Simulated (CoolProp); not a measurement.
Propyne at 298.15 K and 0.487 MPa is compressed adiabatically to 3.72 MPa with isentropic efficiency 0.8. Each further row changes one setting.

Values from CoolProp's reference Helmholtz-energy equation of state, Polt 1992. This equation is an older, rougher fit.

```csv
case,work (kJ/kg),final temperature (K),final density (kg/m³)
as stated,153,(withheld),55.9
efficiency 1,(withheld),406.5,(withheld)
efficiency 0.65,189,(withheld),(withheld)
```

Problem. What belongs in the gaps?

Solution. 
- as stated, final temperature (K): 418.3
- efficiency 1, work (kJ/kg): 123
- efficiency 1, final density (kg/m³): 60.2
- efficiency 0.65, final temperature (K): 432.8
- efficiency 0.65, final density (kg/m³): 51.9
